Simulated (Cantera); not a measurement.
Source: NASA polynomial tables (part measured, part estimated), evaluated in Cantera. Values are per mole of reaction as written; species without (g) are pure solids or liquids, kept so even where they would boil at 1 bar.

Problem. Between 1525 and 2025 K, where is each reaction favourable under standard conditions?
- Ta2O5 ⇌ 5 O(g) + 2 Ta

Solution. 
- Ta2O5 ⇌ 5 O(g) + 2 Ta: ΔG° is 2156 kJ at 1525 K and 1791 kJ at 2025 K; it stays positive (K < 1). ΔH° is 3259 kJ and ΔS° 725 J/K at 2025 K.
